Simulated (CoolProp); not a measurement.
Aqueous calcium chloride as a coolant, at 23 °C, 1 atm.

Values from CoolProp's Melinder's fits for secondary coolants.

| mass % | freezing point (°C) | viscosity (mPa s) | Prandtl number | density (kg/m³) | conductivity (W/(m K)) |
|---|---|---|---|---|---|
| 3.6 | -1.7 | 1.03 | 6.81 | 1027 | 0.599 |
| 5.8 | -2.8 | 1.09 | 6.99 | 1046 | 0.597 |
| 7.9 | -4.2 | 1.14 | 7.18 | 1066 | 0.594 |
| 10.1 | -5.9 | 1.22 | 7.42 | 1086 | 0.592 |
| 12.2 | -7.9 | 1.30 | 7.71 | 1106 | 0.589 |
| 14.4 | -10.3 | 1.40 | 8.10 | 1127 | 0.586 |
| 16.6 | -13.1 | 1.53 | 8.60 | 1148 | 0.583 |
| 18.7 | -16.1 | 1.68 | 9.20 | 1167 | 0.581 |
| 20.9 | -19.9 | 1.87 | 9.99 | 1188 | 0.578 |
| 23 | -24.1 | 2.10 | 10.9 | 1208 | 0.575 |
| 25.2 | -29.6 | 2.38 | 12.2 | 1230 | 0.572 |
| 27.4 | -36.7 | 2.72 | 13.7 | 1252 | 0.568 |
